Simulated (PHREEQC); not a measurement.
Consider water at 51 °C with 1.3 mmol/kgw CuSO4, 0.4 mmol/kgw HNO3 and 44 mmol/kgw Na2SO4. Closed to the air; pH follows from the charge balance.

Computed with PHREEQC (ion-association model, phreeqc.dat).

This is a speciation only: nothing precipitates in the calculation.

Question: What pH does the model give?

Answer: pH 4.03.

Question: In which forms is Cu present?

Answer: CuSO4 52 %, Cu+2 48 % of the Cu.

Constants without temperature data keep their 25 °C values here.
